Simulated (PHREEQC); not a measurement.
Consider water at 75 °C with 0.011 mol KF, 1.2e-05 mol H2S and 0.03 mol H2SO4 per kg of water. It is in equilibrium with CO2 at log p = -2 (atm). Otherwise closed; pH follows from the charge balance.

Computed with PHREEQC (ion-association model, phreeqc.dat).

Problem. The ionic strength comes out as 0.0417 mol/kgw. What activity coefficients do HF2-, HSO4-, KSO4-, SO4-2, K+ get?

Solution. HF2- 0.81, HSO4- 0.81, KSO4- 0.82, SO4-2 0.45, K+ 0.81.

This is a speciation only: nothing precipitates in the calculation. Species that the database lacks are ignored. At this temperature some constants are extrapolated from 25 °C, and those without enthalpy data are left unchanged.
